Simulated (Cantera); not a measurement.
A freely propagating, adiabatic, planar premixed flame of 8.29 % CH4, 19.3 % O2, 72.4 % N2, equivalence ratio 0.86, unburnt at 625 K and 550000 Pa; multicomponent+Soret transport, grid criteria slope 0.08 and curve 0.16, no radiation.

Model: GRI-Mech 3.0 (53 species, 325 reactions), integrated in Cantera. Burning velocities carry a grid error of a few per cent, more on coarse grids.

x: mole fraction of selected species; z is measured from the peak of heat release.

```csv
z (mm),T (K),u (m/s),x CH4,x O2,x CH2O,x H2O,x H2,x CO2
-0.298,626,0.674,0.0827,0.193,5.24e-7,0.000138,0.000530,1.85e-6
-0.199,631,0.681,0.0821,0.193,7.05e-6,0.00102,0.00128,2.68e-5
-0.149,646,0.697,0.0806,0.192,3.04e-5,0.00321,0.00210,0.000121
-0.0995,729,0.790,0.0744,0.185,0.000219,0.0136,0.00368,0.00100
-0.0497,1111,1.21,0.0507,0.151,0.00117,0.0548,0.00671,0.00806
-0.0249,1491,1.64,0.0269,0.112,0.00133,0.0945,0.00869,0.0184
0,___,2.06,___,___,___,___,0.00872,___
0.0249,2029,2.23,0.000209,0.0458,4.88e-5,0.148,0.00593,0.0510
0.0497,2101,2.30,4.63e-6,0.0388,1.39e-6,0.151,0.00461,0.0611
0.0995,2183,2.38,<1e-8,___,<1e-8,0.154,___,0.0697
0.199,2253,2.44,<1e-8,0.0310,<1e-8,0.158,0.00218,0.0750
0.398,2294,2.48,<1e-8,0.0293,<1e-8,0.161,0.00127,0.0781
0.796,2308,2.49,<1e-8,0.0288,<1e-8,0.162,0.000952,0.0793
```

Problem. Fill in the missing entries.

Solution. 
- 0, T (K): 1865
- 0, x CH4: 0.00520
- 0, x O2: 0.0681
- 0, x CH2O: 0.000548
- 0, x H2O: 0.133
- 0, x CO2: 0.0348
- 0.0995, x O2: 0.0341
- 0.0995, x H2: 0.00350
